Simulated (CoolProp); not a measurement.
Saturation properties of R1336mzz(E).

Computed with CoolProp (reference Helmholtz-energy equation of state, Akasaka 2023).

```json
[
 {"T (K)": "317", "p (kPa)": "358.3", "liquid density (kg/m³)": "1265", "vapour density (kg/m³)": "25.37", "enthalpy of vaporisation (kJ/kg)": "133.5", "liquid cp (kJ/(kg K))": "1.275"},
 {"T (K)": "321.5", "p (kPa)": "410.0", "liquid density (kg/m³)": "1249", "vapour density (kg/m³)": "29.03", "enthalpy of vaporisation (kJ/kg)": "130.7", "liquid cp (kJ/(kg K))": "1.284"},
 {"T (K)": "326.1", "p (kPa)": "468.5", "liquid density (kg/m³)": "1232", "vapour density (kg/m³)": "33.22", "enthalpy of vaporisation (kJ/kg)": "127.7", "liquid cp (kJ/(kg K))": "1.295"},
 {"T (K)": "330.7", "p (kPa)": "533.2", "liquid density (kg/m³)": "1215", "vapour density (kg/m³)": "37.91", "enthalpy of vaporisation (kJ/kg)": "124.7", "liquid cp (kJ/(kg K))": "1.307"},
 {"T (K)": "335.2", "p (kPa)": "602.7", "liquid density (kg/m³)": "1198", "vapour density (kg/m³)": "43.03", "enthalpy of vaporisation (kJ/kg)": "121.5", "liquid cp (kJ/(kg K))": "1.319"},
 {"T (K)": "339.8", "p (kPa)": "680.7", "liquid density (kg/m³)": "1179", "vapour density (kg/m³)": "48.89", "enthalpy of vaporisation (kJ/kg)": "118.2", "liquid cp (kJ/(kg K))": "1.334"},
 {"T (K)": "344.3", "p (kPa)": "764.1", "liquid density (kg/m³)": "1160", "vapour density (kg/m³)": "55.31", "enthalpy of vaporisation (kJ/kg)": "114.8", "liquid cp (kJ/(kg K))": "1.350"},
 {"T (K)": "348.9", "p (kPa)": "857.2", "liquid density (kg/m³)": "1139", "vapour density (kg/m³)": "62.65", "enthalpy of vaporisation (kJ/kg)": "111.1", "liquid cp (kJ/(kg K))": "1.369"},
 {"T (K)": "353.5", "p (kPa)": "958.5", "liquid density (kg/m³)": "1118", "vapour density (kg/m³)": "70.91", "enthalpy of vaporisation (kJ/kg)": "107.2", "liquid cp (kJ/(kg K))": "1.391"},
 {"T (K)": "358", "p (kPa)": "1066", "liquid density (kg/m³)": "1095", "vapour density (kg/m³)": "80.01", "enthalpy of vaporisation (kJ/kg)": "103.3", "liquid cp (kJ/(kg K))": "1.416"},
 {"T (K)": "362.6", "p (kPa)": "1185", "liquid density (kg/m³)": "1071", "vapour density (kg/m³)": "90.52", "enthalpy of vaporisation (kJ/kg)": "98.95", "liquid cp (kJ/(kg K))": "1.446"},
 {"T (K)": "367.2", "p (kPa)": "1315", "liquid density (kg/m³)": "1045", "vapour density (kg/m³)": "102.5", "enthalpy of vaporisation (kJ/kg)": "94.34", "liquid cp (kJ/(kg K))": "1.484"},
 {"T (K)": "371.7", "p (kPa)": "1451", "liquid density (kg/m³)": "1018", "vapour density (kg/m³)": "115.9", "enthalpy of vaporisation (kJ/kg)": "89.49", "liquid cp (kJ/(kg K))": "1.529"},
 {"T (K)": "376.3", "p (kPa)": "1602", "liquid density (kg/m³)": "987.2", "vapour density (kg/m³)": "131.7", "enthalpy of vaporisation (kJ/kg)": "84.12", "liquid cp (kJ/(kg K))": "1.590"},
 {"T (K)": "380.9", "p (kPa)": "1764", "liquid density (kg/m³)": "953.9", "vapour density (kg/m³)": "150.3", "enthalpy of vaporisation (kJ/kg)": "78.22", "liquid cp (kJ/(kg K))": "1.674"}
]
```

It boils at 281.0 K under 1 atm.
